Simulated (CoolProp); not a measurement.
Model: reference Helmholtz-energy equation of state, Setzmann 1991, in CoolProp.

**Question.** For methane, give the phase and the viscosity (µPa s), Prandtl number at 243.9 K and 16.3 MPa; 254.9 K and 16.3 MPa; 266 K and 16.3 MPa.

**Answer.** 
- 243.9 K and 16.3 MPa: supercritical; viscosity 21.8, Prandtl number 1.44
- 254.9 K and 16.3 MPa: supercritical; viscosity 19.9, Prandtl number 1.35
- 266 K and 16.3 MPa: supercritical; viscosity 18.6, Prandtl number 1.26

Viscosity comes from a separate model (Quiñones-Cisneros 2006). Thermal conductivity comes from a separate model (Friend 1989).
